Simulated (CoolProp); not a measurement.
Properties of CH2F2 (R32) along the isobar 45.2 bar (Tc = 351.3 K, pc = 57.83 bar, ω = 0.277).

Values from CoolProp's reference Helmholtz-energy equation of state, Tillner-Roth 1997.

| T (K) | phase | Z | cp (kJ/(kg K)) | cv (kJ/(kg K)) | speed of sound (m/s) | Joule-Thomson coefficient (K/MPa) | isothermal compressibility (1/MPa) |
|---|---|---|---|---|---|---|---|
| 249.2 | liquid | 0.09928 | 1.625 | 0.9341 | 853.7 | -0.1934 | 0.002088 |
| 262.5 | liquid | 0.09769 | 1.664 | 0.9351 | 785.3 | -0.1402 | 0.002616 |
| 275.8 | liquid | 0.09676 | 1.716 | 0.9392 | 715.3 | -0.06875 | 0.003370 |
| 289 | liquid | 0.09657 | 1.789 | 0.9464 | 643.3 | 0.03001 | 0.004507 |
| 302.3 | liquid | 0.09735 | 1.897 | 0.9577 | 566.6 | 0.1774 | 0.006419 |
| 315.6 | liquid | 0.09959 | 2.078 | 0.9755 | 482.4 | 0.4195 | 0.01017 |
| 328.8 | liquid | 0.1047 | 2.471 | 1.008 | 383.3 | 0.9027 | 0.02030 |
| 342.1 | gas | 0.5267 | 3.631 | 1.146 | 180.6 | 14.20 | 0.6192 |
| 355.4 | gas | 0.6369 | 2.076 | 1.012 | 203.5 | 12.82 | 0.3962 |
| 368.6 | gas | 0.7014 | 1.691 | 0.9660 | 218.1 | 11.55 | 0.3366 |
| 381.9 | gas | 0.7483 | 1.511 | 0.9456 | 229.6 | 10.43 | 0.3064 |
| 395.2 | gas | 0.7843 | 1.411 | 0.9382 | 239.3 | 9.442 | 0.2879 |
| 408.5 | gas | 0.8133 | 1.351 | 0.9386 | 247.8 | 8.576 | 0.2753 |
| 421.7 | gas | 0.8369 | 1.314 | 0.9441 | 255.4 | 7.819 | 0.2661 |
| 435 | gas | 0.8569 | 1.291 | 0.9530 | 262.5 | 7.146 | 0.2591 |
